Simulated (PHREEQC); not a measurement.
Make-up at 25 °C: 0.00082 mol/kgw HCl and 0.035 mol/kgw CuSO4. Closed to the air; pH follows from the charge balance.

Model: ion-association model, wateq4f.dat, run in PHREEQC.

This is a speciation only: nothing precipitates in the calculation.

Q: Order these S species by the share of S that they hold, largest first: CuSO4, HSO4-, SO4-2.

A: SO4-2 (58 %), CuSO4 (41 %), HSO4- (1.1 %)

The pH is 3.43 and the ionic strength 0.0833 mol/kgw. Species that the database lacks are ignored.
